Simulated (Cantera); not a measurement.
A freely propagating, adiabatic, planar premixed flame of CO : H₂ : CH₄ : O₂ : N₂ = 1 : 0.14 : 0.46 : 1.24 : 4.67 (molar parts), equivalence ratio 1.2, unburnt at 575 K and 2.30 bar; mixture-averaged transport, grid criteria slope 0.08 and curve 0.16, no radiation.

Model: GRI-Mech 3.0 (53 species, 325 reactions), integrated in Cantera. Burning velocities carry a grid error of a few per cent, more on coarse grids.

Task: How do the results move with these cheaper or finer settings: unity-Lewis-number transport; multicomponent transport; multicomponent+Soret transport; grid criteria slope 0.5, curve 1; grid criteria slope 0.25, curve 0.5; grid criteria slope 0.03, curve 0.06?

Result: 
```csv
setting,laminar burning velocity,thermal thickness,peak x(C₂H),peak x(CH₂O),grid points
as above,152 cm/s,0.139 mm,8.75e-8,0.000787,143
unity-Lewis-number transport,107 cm/s,0.155 mm,7.13e-8,0.000691,136
multicomponent transport,151 cm/s,0.141 mm,8.80e-8,0.000788,143
multicomponent+Soret transport,148 cm/s,0.141 mm,8.01e-8,0.000782,143
"grid criteria slope 0.5, curve 1",163 cm/s,0.156 mm,7.61e-8,0.000777,45
"grid criteria slope 0.25, curve 0.5",158 cm/s,0.144 mm,8.54e-8,0.000782,70
"grid criteria slope 0.03, curve 0.06",151 cm/s,0.138 mm,8.79e-8,0.000788,353
```
The base run took very roughly 10 core-seconds.
Unity Lewis numbers drop preferential diffusion, which matters most where H2 and H carry the flame; Soret adds thermal diffusion.
